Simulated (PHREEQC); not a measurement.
A solution holds 0.012 mol/kgw MgCl2, 0.00023 mol/kgw NaF and 0.00039 mol/kgw NaCl, at 25 °C and 50 atm. Closed to the air; pH follows from the charge balance.

Equilibrium calculation in PHREEQC: ion-association model, phreeqc.dat.

Each row changes one thing in this solution. No solid was allowed to form.

| case | pH | F- (mol/kgw) | MgF+ (mol/kgw) | MgOH+ (mol/kgw) | NaF (mol/kgw) | HF (mol/kgw) | SI of Halite (NaCl) |
|---|---|---|---|---|---|---|---|
| as made | 6.77 | 0.000164 | 6.56e-5 | 1.55e-7 | 4.00e-8 | 3.37e-8 | -6.55 |
| temperature from 25 to 35 °C | 6.60 | 0.000156 | 7.35e-5 | 2.47e-7 | 3.79e-8 | 5.72e-8 | -6.56 |
| temperature from 25 to 10 °C | 7.06 | 0.000176 | 5.36e-5 | 7.32e-8 | 4.32e-8 | 1.44e-8 | -6.54 |
| NaF from 0.00023 to 0.000115 mol/kgw | 6.75 | 8.21e-5 | 3.28e-5 | 1.50e-7 | 1.63e-8 | 1.75e-8 | -6.64 |
| NaCl replaced by Na3PO4 at the same molality | 9.31 | 0.000166 | 6.40e-5 | 5.25e-5 | 9.13e-8 | 9.71e-11 | -6.20 |
| diluted 10-fold with water | 6.93 | 2.17e-5 | 1.30e-6 | 3.06e-8 | 6.65e-10 | 3.46e-9 | -8.46 |
| NaCl replaced by LiCl at the same molality | 6.77 | 0.000164 | 6.56e-5 | 1.55e-7 | 1.48e-8 | 3.37e-8 | -6.98 |
| MgCl2 from 0.012 to 0.018 mol/kgw | 6.72 | 0.000149 | 8.09e-5 | 1.91e-7 | 3.41e-8 | 3.33e-8 | -6.40 |

Under pressure, the constants of complexes without a molar volume in the database are unreliable. Away from 25 °C the constants follow the database's enthalpies or fits; those with neither stay at their 25 °C values.
